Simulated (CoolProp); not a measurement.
A Linde-Hampson liquefier for nitrogen: isothermal reversible compression at 280 K from 1 atm to 30 MPa, throttling to 1 atm, return gas leaving the recuperator 0 K below the feed. Each further row changes one setting.

Model: reference Helmholtz-energy equation of state, Span 2000, in CoolProp.

| case | liquid yield per pass | compression work (kJ/kg of gas) |
|---|---|---|
| as stated | 0.109 | 474 |
| high pressure 60 MPa | … | 549 |
| warm-end temperature 310 K | … | 529 |
| warm-end gap 5 K | … | 474 |

Complete the blanks.


- high pressure 60 MPa, liquid yield per pass: 0.101
- warm-end temperature 310 K, liquid yield per pass: 0.080
- warm-end gap 5 K, liquid yield per pass: 0.098
